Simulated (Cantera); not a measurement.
A closed system holds: 1 mol Fe₂O₃, 1.3 mol SO₂, 0.19 mol CO₂, equilibrated at 1.00 bar.

Cantera equilibrium calculation (NASA polynomials, part measured and part estimated; ideal gas, pure solids and liquids). Candidate condensed phases: C, Fe, Fe(CO)₅, FeO, FeS, FeSO₄, FeS₂, Fe₂O₃, Fe₂(SO₄)₃, Fe₃O₄, S; 25 gas species. Mutual solubility and eutectic melting of coexisting phases are not modelled. Kinetics and transport are ignored.

log p: log10 of the partial pressure in bar; n: condensed amount in mol.

| T (K) | log p SO₂ | log p CO₂ | log p O₂ | log p SO₃ | log p CO | n Fe₂O₃(s) | n Fe₃O₄(s) |
|---|---|---|---|---|---|---|---|
| 1148 | -0.06 | -0.89 | -7.29 | -4.10 | -5.57 | 1.000 | … |
| 1223 | -0.06 | -0.89 | -5.97 | -3.71 | -5.44 | 0.999 | … |
| 1298 | -0.06 | -0.89 | -4.81 | -3.37 | -5.32 | 0.998 | … |
| 1373 | -0.06 | -0.89 | -3.78 | -3.07 | -5.22 | 0.995 | … |
| 1448 | -0.06 | -0.90 | -2.86 | -2.80 | -5.13 | 0.981 | … |
| 1523 | -0.06 | -0.90 | -2.03 | -2.56 | -5.05 | 0.903 | … |
| 1598 | -0.08 | -0.92 | -1.28 | -2.36 | -4.99 | 0.484 | … |
| 1673 | -0.11 | -0.94 | -1.01 | -2.38 | -4.74 | 0 | 0.667 |
| 1748 | -0.11 | -0.94 | -1.00 | -2.50 | -4.37 | 0 | 0.667 |

Fill in the missing entries.


- 1148, n Fe₃O₄(s): 0.000226
- 1223, n Fe₃O₄(s): 0.000569
- 1298, n Fe₃O₄(s): 0.00134
- 1373, n Fe₃O₄(s): 0.00351
- 1448, n Fe₃O₄(s): 0.0130
- 1523, n Fe₃O₄(s): 0.0645
- 1598, n Fe₃O₄(s): 0.344
